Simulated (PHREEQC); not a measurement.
Dissolve 0.21 mol HF, 0.099 mol (CH3)4NF and 0.003 mol HBr per kg of water at 25 °C. Closed to the air; pH follows from the charge balance.

All values are PHREEQC results (ion-association model, phreeqc.dat), not measurements.

No solid was allowed to form.

Task: Order these F species by the share of F that they hold, largest first: F-, HF, HF2-.

Result: HF (55 %), HF2- (25 %), F- (19 %)

The pH is 2.59 and the ionic strength 0.102 mol/kgw. Species that the database lacks are ignored. (CH3)4N+ isn't in the database: it is added as a free cation with an ion size of 4 Å.
